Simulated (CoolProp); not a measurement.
Vapour-liquid equilibrium of ethanol (1) + o-xylene (2) at 462.1 K; x and y are mole fractions of (1).

The numbers come from the multi-fluid Helmholtz-energy mixture model, Schroeder 2014 and Zhou 2012; pair parameters Bell 2016 in CoolProp.

Give the bubble pressure and the first vapour's composition at x = 0.35, 0.5, 0.65. Is there an azeotrope?

x = 0.35: 13.84 bar, y = 0.795; x = 0.5: 16.06 bar, y = 0.836; x = 0.65: 18.13 bar, y = 0.874. No azeotrope shows between x = 0.05 and 0.95.

Pair parameters are fitted to limited data, so mixtures are less certain than the pure fluids. With so large a gap from Raoult's law the liquid may split in two, which this calculation doesn't test in full.
